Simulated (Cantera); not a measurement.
Input (Python, Cantera) and output of one run.

```python
import numpy as np
import cantera as ct

gas_names = """
    CL CL2 H HCL H2 Si SiCL SiCL2 SiCL3 SiCL4 SiH SiHCL3 SiH2 SiH2CL2 SiH3 SiH3CL SiH4 Si2 Si3
""".split()
cond_names = """
    Si(cr) Si(L)
""".split()


# ... load() reads the species with a 1 bar reference pressure and builds the phases ...
atoms = {
    'SiHCl3': {'Si': 1, 'H': 1, 'CL': 3},
    'H2': {'H': 2},
}
top_T = {}  # K; cautious upper limits of use, not melting points


# ... equilibrate(T, P, feed) seeds the gas with the atoms and calls Mixture.equilibrate('TP', solver="vcs", rtol=1e-11, max_steps=5000) ...
results = []
T = 1823.15  # K
P = 230  # Pa
for m in [4.1, 6.2, 9.2, 14, 20, 30, 45, 68, 100, 150, 220, 330, 500]:
    feed = {'SiHCl3': 1, 'H2': m}  # mol
    mix = equilibrate(T, P, feed)
    results.append((T, P, feed, dict(zip(mix.species_names, mix.species_moles))))
    x = sorted(zip(gas.X, gas.species_names), reverse=True)
    print(f"T = {T:g} K  P = {P:g} Pa  n(H2) = {m:g} mol  gas = {mix.phase_moles(0):.4g} mol")
    print("   x: " + "  ".join(f"{s} {v:.3e}" for v, s in x if v > 1e-05))
    print("   condensed (mol): " + ("  ".join(f"{mix.phase(i).name} {mix.phase_moles(i):.4g}"
          for i in range(1, mix.n_phases) if mix.phase_moles(i) > 1e-12) or "none"))
```

It prints:

```
T = 1823.15 K  P = 230 Pa  n(H2) = 4.1 mol  gas = 6.142 mol
   x: H2 6.545e-01  HCL 1.815e-01  SiCL2 1.508e-01  H 7.317e-03  Si 1.926e-03  SiCL 1.567e-03  CL 1.548e-03  SiCL3 7.408e-04  SiH 7.981e-05  SiH2 2.301e-05  Si2 1.247e-05
   condensed (mol): Si(L) 0.04703
T = 1823.15 K  P = 230 Pa  n(H2) = 6.2 mol  gas = 8.257 mol
   x: H2 7.290e-01  HCL 1.570e-01  SiCL2 1.013e-01  H 7.723e-03  Si 1.926e-03  SiCL 1.284e-03  CL 1.269e-03  SiCL3 4.077e-04  SiH 8.423e-05  SiH2 2.563e-05  Si2 1.247e-05
   condensed (mol): Si(L) 0.1327
T = 1823.15 K  P = 230 Pa  n(H2) = 9.2 mol  gas = 11.28 mol
   x: H2 7.901e-01  HCL 1.317e-01  SiCL2 6.578e-02  H 8.040e-03  Si 1.926e-03  SiCL 1.035e-03  CL 1.023e-03  SiCL3 2.135e-04  SiH 8.769e-05  SiH2 2.778e-05  Si2 1.247e-05
   condensed (mol): Si(L) 0.2206
T = 1823.15 K  P = 230 Pa  n(H2) = 14 mol  gas = 16.11 mol
   x: H2 8.431e-01  HCL 1.054e-01  SiCL2 3.946e-02  H 8.305e-03  Si 1.926e-03  SiCL 8.015e-04  CL 7.920e-04  SiCL3 9.917e-05  SiH 9.059e-05  SiH2 2.964e-05  Si2 1.247e-05
   condensed (mol): Si(L) 0.3162
T = 1823.15 K  P = 230 Pa  n(H2) = 20 mol  gas = 22.15 mol
   x: H2 8.787e-01  HCL 8.490e-02  SiCL2 2.457e-02  H 8.479e-03  Si 1.926e-03  SiCL 6.324e-04  CL 6.249e-04  SiH 9.248e-05  SiCL3 4.871e-05  SiH2 3.089e-05  Si2 1.247e-05
   condensed (mol): Si(L) 0.3946
T = 1823.15 K  P = 230 Pa  n(H2) = 30 mol  gas = 32.22 mol
   x: H2 9.100e-01  HCL 6.462e-02  SiCL2 1.374e-02  H 8.628e-03  Si 1.926e-03  SiCL 4.730e-04  CL 4.674e-04  SiH 9.411e-05  SiH2 3.199e-05  SiCL3 2.039e-05  Si2 1.247e-05
   condensed (mol): Si(L) 0.4741
T = 1823.15 K  P = 230 Pa  n(H2) = 45 mol  gas = 47.32 mol
   x: H2 9.332e-01  HCL 4.794e-02  H 8.738e-03  SiCL2 7.375e-03  Si 1.926e-03  SiCL 3.465e-04  CL 3.424e-04  SiH 9.530e-05  SiH2 3.281e-05  Si2 1.247e-05
   condensed (mol): Si(L) 0.5354
T = 1823.15 K  P = 230 Pa  n(H2) = 68 mol  gas = 70.47 mol
   x: H2 9.503e-01  HCL 3.455e-02  H 8.817e-03  SiCL2 3.762e-03  Si 1.926e-03  SiCL 2.475e-04  CL 2.445e-04  SiH 9.617e-05  SiH2 3.341e-05  Si2 1.247e-05
   condensed (mol): Si(L) 0.57
T = 1823.15 K  P = 230 Pa  n(H2) = 100 mol  gas = 102.7 mol
   x: H2 9.618e-01  HCL 2.498e-02  H 8.871e-03  SiCL2 1.942e-03  Si 1.926e-03  SiCL 1.778e-04  CL 1.757e-04  SiH 9.675e-05  SiH2 3.382e-05  Si2 1.247e-05
   condensed (mol): Si(L) 0.5675
T = 1823.15 K  P = 230 Pa  n(H2) = 150 mol  gas = 153 mol
   x: H2 9.704e-01  HCL 1.747e-02  H 8.910e-03  Si 1.926e-03  SiCL2 9.425e-04  SiCL 1.239e-04  CL 1.224e-04  SiH 9.718e-05  SiH2 3.412e-05  Si2 1.247e-05
   condensed (mol): Si(L) 0.5168
T = 1823.15 K  P = 230 Pa  n(H2) = 220 mol  gas = 223.5 mol
   x: H2 9.760e-01  HCL 1.232e-02  H 8.936e-03  Si 1.926e-03  SiCL2 4.658e-04  SiH 9.747e-05  SiCL 8.708e-05  CL 8.605e-05  SiH2 3.432e-05  Si2 1.247e-05
   condensed (mol): Si(L) 0.409
T = 1823.15 K  P = 230 Pa  n(H2) = 330 mol  gas = 334.2 mol
   x: H2 9.802e-01  H 8.955e-03  HCL 8.425e-03  Si 1.926e-03  SiCL2 2.169e-04  SiH 9.768e-05  SiCL 5.942e-05  CL 5.872e-05  SiH2 3.446e-05  Si2 1.247e-05
   condensed (mol): Si(L) 0.2086
T = 1823.15 K  P = 230 Pa  n(H2) = 500 mol  gas = 505.2 mol
   x: H2 9.833e-01  H 8.969e-03  HCL 5.688e-03  Si 1.713e-03  SiCL2 8.762e-05  SiH 8.699e-05  CL 3.958e-05  SiCL 3.561e-05  SiH2 3.074e-05
   condensed (mol): none
```

These are equilibrium values from Cantera (NASA tables, ideal gas, pure condensed phases), not measurements of a reactor. The tables' values for SiCl, SiCl3 are old estimates; treat these amounts as uncertain. Gases not in the tables: Si2H6 and higher silanes.
